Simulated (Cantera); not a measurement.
## Al + O2 + N2 + NH3 (aluminium nitride and oxide growth)

Input: 1 mol Al, 0.98 mol O2, a varied amount of N2, 7.3 mol NH3, equilibrated at 1848.15 K and 0.000340 bar.

Method: chemical equilibrium by Gibbs-energy minimisation in Cantera with the NASA 1993 tables (ideal gas, pure condensed phases). Candidate condensed phases: Al, AlN, Al2O3, H2O; 35 gas species. The numbers say what is thermodynamically allowed, not how fast it happens.

| n(N2) (mol) | log p N2 | log p H2 | log p H | log p H2O | log p OH | log p NO | log p O | log p AlOH | n Al2O3(s) |
|---|---|---|---|---|---|---|---|---|---|
| 13 | -3.69 | -3.90 | -5.23 | -5.25 | -7.71 | -9.20 | -9.15 | -9.58 | 0.500 |
| 19 | -3.64 | -3.99 | -5.27 | -5.34 | -7.75 | -9.17 | -9.15 | -9.63 | 0.500 |
| 28 | -3.60 | -4.09 | -5.32 | -5.44 | -7.80 | -9.15 | -9.15 | -9.68 | 0.500 |
| 42 | -3.56 | -4.22 | -5.38 | -5.56 | -7.86 | -9.13 | -9.15 | -9.74 | 0.500 |
| 62 | -3.54 | -4.35 | -5.45 | -5.70 | -7.93 | -9.11 | -9.14 | -9.81 | 0.500 |
| 92 | -3.52 | -4.50 | -5.52 | -5.84 | -8.00 | -9.10 | -9.14 | -9.88 | 0.500 |
| 140 | -3.50 | -4.66 | -5.61 | -6.00 | -8.08 | -9.09 | -9.14 | -9.97 | 0.500 |
log p: log10 of the partial pressure in bar; n: condensed amount in mol.

From 13 mol N2 to 140 mol N2 the condensed part is Al2O3(s).
